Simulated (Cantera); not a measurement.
A closed system holds: 1 mol SiH4, 68 mol H2, equilibrated at 2525 K and 1.00 bar.

These are equilibrium values from Cantera (NASA tables, ideal gas, pure condensed phases), not measurements of a reactor. Candidate condensed phases: Si; 9 gas species. Gases not in the tables: Si2H6 and higher silanes. Kinetics and transport are ignored.

Base state: H2 0.964, H 0.0275, Si 0.00571, SiH 0.00143, SiH2 0.00108, Si2 0.000158, Si3 2.71e-5 (mole fractions); condensed: Si(l).

Problem. What changes in the equilibrium state with this change: temperature from 2525 K to 1500 K?

Solution. 
```tsv
species	before	after
H2	0.964	1.000
H	0.0275	1.76e-5
SiH2	0.00108	1.50e-6
Si	0.00571	1.05e-8
Si2	0.000158	<1e-9
SiH	0.00143	3.38e-8
Si3	2.71e-5	<1e-9
Si(l), mol	0.384	0
Si(s), mol	0	1.000
```

Problem. What changes in the equilibrium state with this change: pressure from 1.00 bar to 0.0110 bar?

Solution. 
| species | before | after |
|---|---|---|
| H2 | 0.964 | 0.755 |
| H | 0.0275 | 0.232 |
| Si | 0.00571 | 0.0121 |
| Si3 | 2.71e-5 | 3.14e-8 |
| SiH2 | 0.00108 | 1.97e-5 |
| Si2 | 0.000158 | 7.85e-6 |
| SiH | 0.00143 | 0.000281 |
| Si(l), mol | 0.384 | 0 |
